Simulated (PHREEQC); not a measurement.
Model water analysis in mg/L, 25 °C, pH 3.7, pe 9.5:

| constituent | mg/L |
|---|---|
| Na | 2630 |
| K | 17.1 |
| Ca | 518 |
| Mg | 31 |
| Cl | 1840 |
| S(6) as SO4 | 7940 |
| Al | 753 |
| Cu(2) | 71 |
| Mn(2) | 183 |

Valence states are taken as typed.

The numbers come from PHREEQC with the ion-association model, phreeqc.dat.

```yaml
ionic_strength: 0.212 mol/kgw
density: 1.010 g/cm³
total_alkalinity: -0.483 meq/kg
charge_balance_error: 6.4 %
```

```tsv
species	molality	activity	log γ
Na+	0.110	0.0819	-0.128
Cl-	0.0525	0.0373	-0.148
SO4-2	0.0386	0.0110	-0.543
AlSO4+	0.0187	0.0135	-0.140
Ca+2	0.00823	0.00260	-0.500
Al(SO4)2-	0.00652	0.00473	-0.140
NaSO4-	0.00610	0.00453	-0.129
CaSO4	0.00487	0.00511	0.021
Al+3	0.00304	0.000388	-0.895
Mn+2	0.00202	0.000651	-0.492
MnSO4	0.00122	0.00128	0.021
Mg+2	0.000705	0.000239	-0.470
Cu+2	0.000652	0.000210	-0.492
MgSO4	0.000589	0.000618	0.021
```

This is a speciation only: nothing precipitates in the calculation. Complexes and solids missing from the database can't appear.
